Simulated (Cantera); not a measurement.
Input: 1 mol Al2O3, 0.36 mol H2, equilibrated at 1977 °C.

Cantera equilibrium calculation (NASA polynomials, part measured and part estimated; ideal gas, pure solids and liquids). Candidate condensed phases: Al, Al2O3, H2O; 19 gas species. The tables' values for AlOH are old estimates; treat these amounts as uncertain. Kinetics and transport are ignored.

Question: At 1.50 bar, list the 4 most abundant gas species with their mole fractions, and the condensed phases.

Answer: H2 0.993, H 0.00604, H2O 0.000727, Al 0.000216. Condensed: Al2O3(s).
